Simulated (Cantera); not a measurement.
Cantera run:

```python
import numpy as np
import cantera as ct

gas_names = """
    AL ALH ALN AL2 H H2 N NH NH2 NH3 N2 N2H2 N2H4
""".split()
cond_names = """
    AL(cr) AL(L) ALN(s)
""".split()


# ... load() reads the species with a 1 bar reference pressure and builds the phases ...
atoms = {
    'AlN': {'AL': 1, 'N': 1},
    'H2': {'H': 2},
    'N2': {'N': 2},
}
top_T = {'ALN(s)': 2750}  # K; cautious upper limits of use, not melting points


# ... equilibrate(T, P, feed) seeds the gas with the atoms and calls Mixture.equilibrate('TP', solver="vcs", rtol=1e-11, max_steps=5000) ...
results = []
P = 120  # Pa
for T in [1448, 1498, 1548, 1598, 1648, 1698, 1748, 1798, 1848, 1898, 1948, 1998]:
    for m in [0.44, 0.65, 0.96, 1.4, 2.1, 3.1, 4.6, 6.7, 9.9, 15, 22]:
        feed = {'AlN': 1, 'H2': 1.1, 'N2': m}  # mol
        mix = equilibrate(T, P, feed)
        results.append((T, P, feed, dict(zip(mix.species_names, mix.species_moles))))

for T, P, feed, n in results:
    print(f"{T:7g} {feed['N2']:10.4g}  " + (" + ".join(c for c in cond_names if n.get(c, 0) > 1e-12) or "gas only"))
```

Output:

```
   1448       0.44  ALN(s)
   1448       0.65  ALN(s)
   1448       0.96  ALN(s)
   1448        1.4  ALN(s)
   1448        2.1  ALN(s)
   1448        3.1  ALN(s)
   1448        4.6  ALN(s)
   1448        6.7  ALN(s)
   1448        9.9  ALN(s)
   1448         15  ALN(s)
   1448         22  ALN(s)
   1498       0.44  ALN(s)
   1498       0.65  ALN(s)
   1498       0.96  ALN(s)
   1498        1.4  ALN(s)
   1498        2.1  ALN(s)
   1498        3.1  ALN(s)
   1498        4.6  ALN(s)
   1498        6.7  ALN(s)
   1498        9.9  ALN(s)
   1498         15  ALN(s)
   1498         22  ALN(s)
   1548       0.44  ALN(s)
   1548       0.65  ALN(s)
   1548       0.96  ALN(s)
   1548        1.4  ALN(s)
   1548        2.1  ALN(s)
   1548        3.1  ALN(s)
   1548        4.6  ALN(s)
   1548        6.7  ALN(s)
   1548        9.9  ALN(s)
   1548         15  ALN(s)
   1548         22  ALN(s)
   1598       0.44  ALN(s)
   1598       0.65  ALN(s)
   1598       0.96  ALN(s)
   1598        1.4  ALN(s)
   1598        2.1  ALN(s)
   1598        3.1  ALN(s)
   1598        4.6  ALN(s)
   1598        6.7  ALN(s)
   1598        9.9  ALN(s)
   1598         15  ALN(s)
   1598         22  ALN(s)
   1648       0.44  ALN(s)
   1648       0.65  ALN(s)
   1648       0.96  ALN(s)
   1648        1.4  ALN(s)
   1648        2.1  ALN(s)
   1648        3.1  ALN(s)
   1648        4.6  ALN(s)
   1648        6.7  ALN(s)
   1648        9.9  ALN(s)
   1648         15  ALN(s)
   1648         22  ALN(s)
   1698       0.44  ALN(s)
   1698       0.65  ALN(s)
   1698       0.96  ALN(s)
   1698        1.4  ALN(s)
   1698        2.1  ALN(s)
   1698        3.1  ALN(s)
   1698        4.6  ALN(s)
   1698        6.7  ALN(s)
   1698        9.9  ALN(s)
   1698         15  ALN(s)
   1698         22  ALN(s)
   1748       0.44  ALN(s)
   1748       0.65  ALN(s)
   1748       0.96  ALN(s)
   1748        1.4  ALN(s)
   1748        2.1  ALN(s)
   1748        3.1  ALN(s)
   1748        4.6  ALN(s)
   1748        6.7  ALN(s)
   1748        9.9  ALN(s)
   1748         15  ALN(s)
   1748         22  ALN(s)
   1798       0.44  ALN(s)
   1798       0.65  ALN(s)
   1798       0.96  ALN(s)
   1798        1.4  ALN(s)
   1798        2.1  ALN(s)
   1798        3.1  ALN(s)
   1798        4.6  ALN(s)
   1798        6.7  ALN(s)
   1798        9.9  ALN(s)
   1798         15  ALN(s)
   1798         22  ALN(s)
   1848       0.44  ALN(s)
   1848       0.65  ALN(s)
   1848       0.96  ALN(s)
   1848        1.4  ALN(s)
   1848        2.1  ALN(s)
   1848        3.1  ALN(s)
   1848        4.6  ALN(s)
   1848        6.7  ALN(s)
   1848        9.9  ALN(s)
   1848         15  ALN(s)
   1848         22  ALN(s)
   1898       0.44  ALN(s)
   1898       0.65  ALN(s)
   1898       0.96  ALN(s)
   1898        1.4  ALN(s)
   1898        2.1  ALN(s)
   1898        3.1  ALN(s)
   1898        4.6  ALN(s)
   1898        6.7  ALN(s)
   1898        9.9  ALN(s)
   1898         15  gas only
   1898         22  gas only
   1948       0.44  ALN(s)
   1948       0.65  ALN(s)
   1948       0.96  gas only
   1948        1.4  gas only
   1948        2.1  gas only
   1948        3.1  gas only
   1948        4.6  gas only
   1948        6.7  gas only
   1948        9.9  gas only
   1948         15  gas only
   1948         22  gas only
   1998       0.44  gas only
   1998       0.65  gas only
   1998       0.96  gas only
   1998        1.4  gas only
   1998        2.1  gas only
   1998        3.1  gas only
   1998        4.6  gas only
   1998        6.7  gas only
   1998        9.9  gas only
   1998         15  gas only
   1998         22  gas only
```

Method: chemical equilibrium by Gibbs-energy minimisation in Cantera with the NASA 1993 tables (ideal gas, pure condensed phases).
